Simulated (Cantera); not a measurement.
An adiabatic, constant-pressure homogeneous reactor starts with H2 : O2 : N2 : NO = 1 : 0.278 : 1.58 : 0.0093 (molar parts), at 1800 K and 0.810 bar. Integrator tolerance rtol = 1e-08.

Detailed kinetics in Cantera: GRI-Mech 3.0 (53 species, 325 reactions).

**Question.** What does this change do: O2 0.278 to 0.55 parts?

**Answer.** 
| quantity | before | after |
|---|---|---|
| time of steepest temperature rise | 9.15 µs | 6.08 µs |
| temperature at 2.00 s | 2808 K | 2950 K |
| equilibrium temperature | 2808 K | 2950 K |
| x(H2) at 2.00 s | 0.157 (gas-phase equilibrium 0.157) | 0.0601 (gas-phase equilibrium 0.0601) |
| x(O2) at 2.00 s | 0.000956 (gas-phase equilibrium 0.000956) | 0.0300 (gas-phase equilibrium 0.0300) |
| x(NO) at 2.00 s | 0.00219 (gas-phase equilibrium 0.00219) | 0.0142 (gas-phase equilibrium 0.0142) |
| x(H2O) at 2.00 s | 0.193 (gas-phase equilibrium 0.193) | 0.246 (gas-phase equilibrium 0.246) |
| x(OH) at 2.00 s | 0.0130 (gas-phase equilibrium 0.0130) | 0.0484 (gas-phase equilibrium 0.0484) |
| x(NO2) at 2.00 s | 8.87e-8 (gas-phase equilibrium 8.87e-8) | 2.88e-6 (gas-phase equilibrium 2.88e-6) |

**Question.** What does this change do: initial temperature 1800 to 1573 K?

**Answer.** 
```csv
quantity,before,after
time of steepest temperature rise,9.15 µs,16.8 µs
temperature at 2.00 s,2808 K,2714 K
equilibrium temperature,2808 K,2714 K
x(H2) at 2.00 s,0.157 (gas-phase equilibrium 0.157),0.159 (gas-phase equilibrium 0.159)
x(O2) at 2.00 s,0.000956 (gas-phase equilibrium 0.000956),0.000484 (gas-phase equilibrium 0.000484)
x(NO) at 2.00 s,0.00219 (gas-phase equilibrium 0.00219),0.00137 (gas-phase equilibrium 0.00137)
x(H2O) at 2.00 s,0.193 (gas-phase equilibrium 0.193),0.202 (gas-phase equilibrium 0.202)
x(OH) at 2.00 s,0.0130 (gas-phase equilibrium 0.0130),0.00882 (gas-phase equilibrium 0.00882)
x(NO2) at 2.00 s,8.87e-8 (gas-phase equilibrium 8.87e-8),4.27e-8 (gas-phase equilibrium 4.27e-8)
```
